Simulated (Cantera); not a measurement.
Input (Python, Cantera):

```python
import numpy as np
import cantera as ct

gas = ct.Solution("gri30.yaml")
gas.TPX = 1050, 101325, {'CH3OH': 1, 'O2': 1.95, 'N2': 7.32}
reactor = ct.IdealGasReactor(gas, energy="on", clone=False)
net = ct.ReactorNet([reactor])
net.rtol, net.atol = 1e-08, 1e-16
show = ['CH3OH', 'O2', 'HCN', 'CH4', 'H2O2', 'H']
times = np.geomspace(1e-06, 6, 15)

steps = ct.SolutionArray(gas, extra=["t"])
rows = []
print(f"{'t/s':>10s}{'T/K':>9s}{'P/Pa':>11s}" + "".join(f"{s:>11s}" for s in show))
for t in times:
    while net.time < t:
        t_next = net.step()
        steps.append(gas.state, t=t_next)
    rows.append([np.interp(t, steps.t, y) for y in (steps.T, steps.P, *steps(*show).X.T)])
    print(f"{t:10.3e}{rows[-1][0]:9.1f}{rows[-1][1]:11.4g}" + "".join(f"{x:11.3e}" for x in rows[-1][2:]))
rate = np.gradient(steps.T, steps.t)
print("integrator steps:", len(steps.t))
if steps.T.max() > steps.T[0] + 200:
    print(f"time of steepest temperature rise: {steps.t[rate.argmax()]:.4e} s")
gas.TPX = 1050, 101325, {'CH3OH': 1, 'O2': 1.95, 'N2': 7.32}
gas.equilibrate("UV")
print(f"equilibrium (UV): T = {gas.T:.1f} K  " + "  ".join(f"{s} {gas[s].X[0]:.3e}" for s in show))
```

Result:

```
       t/s      T/K       P/Pa      CH3OH         O2        HCN        CH4       H2O2          H
 1.000e-06   1050.0  1.013e+05  9.737e-02  1.899e-01  2.801e-26  9.230e-14  1.647e-21  3.403e-12
 3.049e-06   1050.0  1.013e+05  9.737e-02  1.899e-01  1.122e-25  8.496e-13  1.272e-19  4.482e-12
 9.296e-06   1050.0  1.013e+05  9.737e-02  1.899e-01  3.912e-25  7.687e-12  5.884e-18  4.655e-12
 2.834e-05   1050.0  1.013e+05  9.737e-02  1.899e-01  1.254e-24  6.584e-11  2.079e-16  4.762e-12
 8.642e-05   1050.0  1.013e+05  9.737e-02  1.899e-01  3.936e-24  4.866e-10  7.100e-15  4.963e-12
 2.635e-04   1050.0  1.013e+05  9.737e-02  1.899e-01  1.230e-23  2.633e-09  2.458e-13  5.124e-12
 8.034e-04   1050.0  1.013e+05  9.737e-02  1.899e-01  3.803e-23  1.003e-08  7.705e-12  5.172e-12
 2.449e-03   1050.0  1.013e+05  9.737e-02  1.899e-01  1.171e-22  3.263e-08  2.036e-10  5.279e-12
 7.468e-03   1050.0  1.013e+05  9.737e-02  1.899e-01  3.657e-22  1.011e-07  4.180e-09  5.786e-12
 2.277e-02   1050.0  1.013e+05  9.737e-02  1.899e-01  1.278e-21  3.067e-07  5.739e-08  9.516e-12
 6.943e-02   1050.0  1.013e+05  9.735e-02  1.899e-01  8.401e-21  9.047e-07  7.448e-07  4.987e-11
 2.117e-01   2654.0  2.738e+05  5.711e-17  4.153e-02  2.232e-10  2.479e-16  5.435e-07  2.246e-03
 6.454e-01   2654.0  2.738e+05  5.711e-17  4.153e-02  2.232e-10  2.479e-16  5.435e-07  2.246e-03
 1.968e+00   2654.0  2.738e+05  5.711e-17  4.153e-02  2.232e-10  2.479e-16  5.435e-07  2.246e-03
 6.000e+00   2654.0  2.738e+05  5.711e-17  4.153e-02  2.232e-10  2.479e-16  5.435e-07  2.246e-03
integrator steps: 2395
time of steepest temperature rise: 1.6917e-01 s
equilibrium (UV): T = 2654.0 K  CH3OH 5.922e-17  O2 4.153e-02  HCN 2.232e-10  CH4 3.359e-16  H2O2 5.435e-07  H 2.246e-03
```

Computed with Cantera and GRI-Mech 3.0 (53 species, 325 reactions). GRI-Mech 3.0 was tuned for natural gas; its chemistry of methanol as a main component is partial and can be far from experiment.
